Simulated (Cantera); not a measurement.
A closed system holds: 1 mol HMDSO, 29 mol NO, 13 mol H2, at 550 K and 18.0 Torr.

Equilibrium computed with Cantera from the NASA thermochemical tables; the gas is ideal and each condensed phase is pure. Candidate condensed phases: C, C6H6, C7H8, C8H18, H2O, Si, SiC, SiO2, Si2N2O, Si3N4; 151 gas species. The feed counts by its element totals alone. Kinetics and transport are ignored.

Base state: H2O 0.409, N2 0.361, CO2 0.119, H2 0.0803, CH4 0.0297, CO 0.000407, NH3 3.46e-5 (mole fractions); condensed: SiO2(α-quartz).

Problem. What changes in the equilibrium state with this change: pressure from 18.0 Torr to 465 Torr?

Solution. 
```csv
species,before,after
H2O,0.409,0.453
N2,0.361,0.373
CO2,0.119,0.108
H2,0.0803,0.0191
CH4,0.0297,0.0466
CO,0.000407,7.87e-5
NH3,3.46e-5,0.000106
"SiO2(α-quartz), mol",2.00,2.00
```
